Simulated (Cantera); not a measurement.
What does this Cantera script print?

```python
import numpy as np
import cantera as ct

gas = ct.Solution("gri30.yaml")
gas.TPX = 1650, 530000, {'CH4': 1, 'H2': 0.15, 'O2': 3.46, 'N2': 12.8, 'H2O': 1.2}
reactor = ct.IdealGasReactor(gas, energy="on", clone=False)
net = ct.ReactorNet([reactor])
net.rtol, net.atol = 1e-08, 1e-16
show = ['CH4', 'H2', 'O2', 'HCO', 'OH', 'C2H6', 'O']
times = np.geomspace(8e-06, 0.5, 12)

steps = ct.SolutionArray(gas, extra=["t"])
rows = []
print(f"{'t/s':>10s}{'T/K':>9s}{'P/Pa':>11s}" + "".join(f"{s:>11s}" for s in show))
for t in times:
    while net.time < t:
        t_next = net.step()
        steps.append(gas.state, t=t_next)
    rows.append([np.interp(t, steps.t, y) for y in (steps.T, steps.P, *steps(*show).X.T)])
    print(f"{t:10.3e}{rows[-1][0]:9.1f}{rows[-1][1]:11.4g}" + "".join(f"{x:11.3e}" for x in rows[-1][2:]))
rate = np.gradient(steps.T, steps.t)
print("integrator steps:", len(steps.t))
if steps.T.max() > steps.T[0] + 200:
    print(f"time of steepest temperature rise: {steps.t[rate.argmax()]:.4e} s")
gas.TPX = 1650, 530000, {'CH4': 1, 'H2': 0.15, 'O2': 3.46, 'N2': 12.8, 'H2O': 1.2}
gas.equilibrate("UV")
print(f"equilibrium (UV): T = {gas.T:.1f} K  " + "  ".join(f"{s} {gas[s].X[0]:.3e}" for s in show))
```

Output:

```
       t/s      T/K       P/Pa        CH4         H2         O2        HCO         OH       C2H6          O
 8.000e-06   1649.9    5.3e+05  5.362e-02  8.054e-03  1.859e-01  1.313e-09  1.759e-06  1.759e-06  6.403e-07
 2.183e-05   1654.0  5.313e+05  5.245e-02  8.008e-03  1.852e-01  9.899e-08  1.207e-05  1.431e-04  4.136e-06
 5.958e-05   2797.4  9.087e+05  3.515e-16  4.463e-03  7.311e-02  1.376e-08  1.900e-02  1.816e-30  4.970e-03
 1.626e-04   2794.3  9.073e+05  3.191e-16  4.369e-03  7.117e-02  1.286e-08  1.854e-02  1.157e-30  4.733e-03
 4.437e-04   2782.8  9.031e+05  3.055e-16  4.301e-03  6.782e-02  1.216e-08  1.785e-02  1.070e-30  4.424e-03
 1.211e-03   2773.4  8.997e+05  2.947e-16  4.249e-03  6.512e-02  1.161e-08  1.729e-02  1.003e-30  4.182e-03
 3.304e-03   2772.1  8.992e+05  2.931e-16  4.241e-03  6.472e-02  1.154e-08  1.721e-02  9.929e-31  4.147e-03
 9.016e-03   2772.1  8.992e+05  2.931e-16  4.241e-03  6.472e-02  1.154e-08  1.721e-02  9.929e-31  4.147e-03
 2.460e-02   2772.1  8.992e+05  2.931e-16  4.241e-03  6.472e-02  1.154e-08  1.721e-02  9.929e-31  4.147e-03
 6.714e-02   2772.1  8.992e+05  2.931e-16  4.241e-03  6.472e-02  1.154e-08  1.721e-02  9.929e-31  4.147e-03
 1.832e-01   2772.1  8.992e+05  2.931e-16  4.241e-03  6.472e-02  1.154e-08  1.721e-02  9.929e-31  4.147e-03
 5.000e-01   2772.1  8.992e+05  2.931e-16  4.241e-03  6.472e-02  1.154e-08  1.721e-02  9.929e-31  4.147e-03
integrator steps: 1805
time of steepest temperature rise: 4.7594e-05 s
equilibrium (UV): T = 2772.1 K  CH4 4.000e-16  H2 4.241e-03  O2 6.472e-02  HCO 1.154e-08  OH 1.721e-02  C2H6 1.695e-30  O 4.147e-03
```

Computed with Cantera and GRI-Mech 3.0 (53 species, 325 reactions).
